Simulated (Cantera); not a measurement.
Source: NASA polynomial tables (part measured, part estimated), evaluated in Cantera. Values are per mole of reaction as written; species without (g) are pure solids or liquids, kept so even where they would boil at 1 bar.

3 NO₂(g) + 8 Cr = 3 Cr₂N + 2 CrO₃(g), with ΔH° = -1064.9 kJ and ΔS° = -182.2 J/K at 300 K.

Q: How far is the shortcut ΔG° ≈ ΔH°(300 K) − T·ΔS°(300 K) from the full temperature-dependent value at 998, 1073, 1148, 1223, 1298, 1373, 1448, 1523 K?

A: 
```csv
T (K),shortcut (kJ),full (kJ),difference (kJ),difference in log10 K
998,-883.1,-893.8,10.7,-0.56
1073,-869.4,-882.1,12.7,-0.62
1148,-855.7,-870.5,14.7,-0.67
1223,-842.1,-858.8,16.8,-0.72
1298,-828.4,-847.2,18.8,-0.76
1373,-814.7,-835.6,20.9,-0.79
1448,-801.1,-823.9,22.9,-0.83
1523,-787.4,-812.2,24.8,-0.85
```
The shortcut ignores the heat-capacity change of the reaction.
